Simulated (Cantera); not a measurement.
Feed: 1 mol Fe2O3, 0.1 mol SO3, 2.4 mol N2, 3.1 mol H2S, equilibrated at 0.0520 bar.

Equilibrium computed with Cantera from the NASA thermochemical tables; the gas is ideal and each condensed phase is pure. Candidate condensed phases: Fe, FeO, Fe(OH)2, Fe(OH)3, FeS, FeSO4, FeS2, Fe2O3, Fe2(SO4)3, Fe3O4, H2O, H2SO4, S; 38 gas species. FeS: taken at fixed stoichiometry. Gases not in the tables: S3 to S7. Kinetics and transport are ignored.

Which condensed phases are stable at each of these points (T (K)): 750, 825, 900, 975, 1050, 1125, 1200, 1275, 1350, 1425, 1500?


| T (K) | condensed phases | Fe condensed (%) |
|---|---|---|
| 750 | FeS(s) + FeS2(s) + Fe3O4(s) | 100.0 |
| 825 | FeS(s) + FeS2(s) | 100.0 |
| 900 | FeS(s) | 100.0 |
| 975 | FeS(s) | 100.0 |
| 1050 | FeS(s) | 100.0 |
| 1125 | FeS(s) | 100.0 |
| 1200 | FeS(s) | 100.0 |
| 1275 | FeS(s) | 100.0 |
| 1350 | FeS(s) | 100.0 |
| 1425 | FeS(s) | 100.0 |
| 1500 | FeS(l) | 100.0 |

At 750 K the condensed part is FeS(s) + FeS2(s) + Fe3O4(s). At 825 K the condensed part is FeS(s) + FeS2(s). From 900 K to 1425 K the condensed part is FeS(s). At 1500 K the condensed part is FeS(l).
